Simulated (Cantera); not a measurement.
Input: 1 mol B₂O₃, 2.8 mol HF, 2.1 mol O₂, equilibrated at 1550 °C and 1.50 Pa.

These are equilibrium values from Cantera (NASA tables, ideal gas, pure condensed phases), not measurements of a reactor. Candidate condensed phases: B, B₂O₃, B₃O₃H₃, H₂O; 43 gas species. The numbers say what is thermodynamically allowed, not how fast it happens.

Base state: O₂ 0.334, BOF 0.268, HF 0.196, H₂O 0.0958, HBO₂ 0.0504, O 0.0225, OH 0.0140, BO₂ 0.00893 (mole fractions); condensed: gas only.

Question: What changes in the equilibrium state with this change: O₂ from 2.1 to 0.14 mol?

Answer: 
```tsv
species	before	after
BOF	0.268	0.406
HF	0.196	0.288
H₂O	0.0958	0.141
O₂	0.334	0.0365
H₂	0.00285	0.0127
O	0.0225	0.00744
H	0.00597	0.0126
HBO₂	0.0504	0.0765
OH	0.0140	0.00974
HBO	4.25e-6	1.95e-5
BO	0.000155	0.000337
```

Question: What changes in the equilibrium state with this change: temperature from 1550 °C to 552 °C?

Answer: 
```tsv
species	before	after
O₂	0.334	0.451
HF	0.196	0.286
H₂O	0.0958	0.157
BOF	0.268	0.000294
BF₃	5.32e-7	0.0977
O	0.0225	<1e-9
OH	0.0140	4.46e-8
HBO₂	0.0504	3.01e-5
BO₂	0.00893	<1e-9
B₃O₃F₃	<1e-9	0.00725
H	0.00597	<1e-9
H₂	0.00285	<1e-9
B₂O₃(l), mol	0	0.721
```
